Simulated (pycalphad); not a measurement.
Computed with pycalphad from the COST 507 light-alloy database (1999), at 1 atm. These are 1990s assessments: newer ones move some temperatures and phases. Phase fractions are per mole of atoms.

Q: Give the equilibrium state of Si-75.3Al-2.4Mn (at.%) at 700 K.

A: fcc, fraction 0.659, with 99.65 Al, <0.01 Mn at.%; diamond (Si), fraction 0.203, with <0.01 Al, no Mn at.%; ALMNSI_ALPHA, fraction 0.138, with 70.1 Al, 17.4 Mn at.%.

Q: Give the equilibrium state of Si-75.3Al-2.4Mn (at.%) at 900 K.

A: 
```
T = 900.00 K, P = 101325 Pa, N = 1 mol of atoms
G = -36751 J/mol, H = 26005 J/mol, S = 69.73 J/(mol K)  (SER reference)
chemical potentials (J/mol): Si -25785, Al -37033, Mn -129766
phase             fraction      x(Si)      x(Al)      x(Mn)
LIQUID              0.8093     0.1566     0.8370     0.0064
ALMNSI_ALPHA        0.1083     0.1274     0.6987     0.1739
DIAMOND_A4          0.0825     1.0000   1.89e-06       none
```

Database names, with the compositions (at.%) that they take in these runs: ALMNSI_ALPHA: Al 70 Mn 17 Si 12. DIAMOND_A4 is diamond (Si). An entry "none" or "no" means that the model of the phase leaves that element out.
